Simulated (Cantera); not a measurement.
Cantera run:

```python
import numpy as np
import cantera as ct

gas_names = """
    Ca CaCL CaCL2 Ca2 CL CL2 H HCL H2 N NH NH2 NH3 N2 N2H2 N2H4
""".split()
cond_names = """
    Ca(a) Ca(b) Ca(L) CaCL2(s) CaCL2(L) NH4CL(a) NH4CL(b)
""".split()


# ... load() reads the species with a 1 bar reference pressure and builds the phases ...
atoms = {
    'CaCl2': {'Ca': 1, 'CL': 2},
    'H2': {'H': 2},
    'N2': {'N': 2},
}
top_T = {}  # K; cautious upper limits of use, not melting points


# ... equilibrate(T, P, feed) seeds the gas with the atoms and calls Mixture.equilibrate('TP', solver="vcs", rtol=1e-11, max_steps=5000) ...
results = []
feed = {'CaCl2': 1, 'H2': 1.2, 'N2': 110}  # mol
P = 97000  # Pa
for T in [823, 973, 1123, 1273, 1423, 1573, 1723, 1873]:
    mix = equilibrate(T, P, feed)
    results.append((T, P, feed, dict(zip(mix.species_names, mix.species_moles))))
    x = sorted(zip(gas.X, gas.species_names), reverse=True)
    print(f"T = {T:g} K  P = {P:g} Pa  gas = {mix.phase_moles(0):.4g} mol")
    print("   x: " + "  ".join(f"{s} {v:.3e}" for v, s in x if v > 0.0001))
    print("   condensed (mol): " + ("  ".join(f"{mix.phase(i).name} {mix.phase_moles(i):.4g}"
          for i in range(1, mix.n_phases) if mix.phase_moles(i) > 1e-12) or "none"))
```

Result:

```
T = 823 K  P = 97000 Pa  gas = 111.2 mol
   x: N2 9.892e-01  H2 1.079e-02
   condensed (mol): CaCL2(s) 1
T = 973 K  P = 97000 Pa  gas = 111.2 mol
   x: N2 9.892e-01  H2 1.079e-02
   condensed (mol): CaCL2(s) 1
T = 1123 K  P = 97000 Pa  gas = 111.2 mol
   x: N2 9.892e-01  H2 1.079e-02
   condensed (mol): CaCL2(L) 0.9999
T = 1273 K  P = 97000 Pa  gas = 111.2 mol
   x: N2 9.892e-01  H2 1.079e-02
   condensed (mol): CaCL2(L) 0.9961
T = 1423 K  P = 97000 Pa  gas = 111.3 mol
   x: N2 9.887e-01  H2 1.078e-02  CaCL2 5.138e-04
   condensed (mol): CaCL2(L) 0.9424
T = 1573 K  P = 97000 Pa  gas = 111.7 mol
   x: N2 9.849e-01  H2 1.073e-02  CaCL2 4.314e-03
   condensed (mol): CaCL2(L) 0.5149
T = 1723 K  P = 97000 Pa  gas = 112.2 mol
   x: N2 9.803e-01  H2 1.063e-02  CaCL2 8.810e-03  HCL 1.107e-04
   condensed (mol): none
T = 1873 K  P = 97000 Pa  gas = 112.2 mol
   x: N2 9.802e-01  H2 1.054e-02  CaCL2 8.700e-03  HCL 2.351e-04  CaCL 1.868e-04
   condensed (mol): none
```

Cantera equilibrium calculation (NASA polynomials, part measured and part estimated; ideal gas, pure solids and liquids).
